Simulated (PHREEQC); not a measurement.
Dissolve 0.25 mol HF and 0.00027 mol NH4HF2 per kg of water at 20 °C. It is in equilibrium with CO2 at log p = -3.4 (atm). Otherwise closed; pH follows from the charge balance.

All values are PHREEQC results (ion-association model, phreeqc.dat), not measurements.

This is a speciation only: nothing precipitates in the calculation.

Order these F species by the share of F that they hold, largest first: HF2-, F-, HF.

HF (89 %), HF2- (7.1 %), F- (4.3 %)

The pH is 1.76 and the ionic strength 0.0197 mol/kgw.
